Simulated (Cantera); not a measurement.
An isothermal, constant-pressure homogeneous reactor starts with CH4 : H2O : H2 = 1 : 0.4 : 0.84 (molar parts), at 1898 K and 850000 Pa.

Computed with Cantera and GRI-Mech 3.0 (53 species, 325 reactions). GRI-Mech 3.0 stops at C3 and has no aromatics, soot or wall deposition, so with more carbon than oxygen in the feed, carbon stays in small species such as C2H2 where larger ones or solid carbon would form.

One state of this run: x CH4 = 0.115; x H2O = 0.134; x H2 = 0.633; x CH3 = 0.000735; x CH2 = 3.74e-7. x: mole fraction; the columns are a selection and need not sum to one.

**Question.** Which value of t (s) does it belong to?
A) 0.000126
B) 1.94e-5
C) 9.27
D) 0.000814

**Answer.** D, 0.000814
